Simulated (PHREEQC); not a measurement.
Make-up at 25 °C: 0.073 mol HF, 0.26 mol NH4HF2 and 3.4e-05 mol H2SO4 per kg of water. Closed to the air; pH follows from the charge balance.

The numbers come from PHREEQC with the ion-association model, phreeqc.dat.

No solid was allowed to form.

Task: Order these S species by the share of S that they hold, largest first: HSO4-, NH4SO4-, SO4-2.

Result: SO4-2 (54 %), NH4SO4- (43 %), HSO4- (2.9 %)

The pH is 2.82 and the ionic strength 0.262 mol/kgw. Species that the database lacks are ignored.
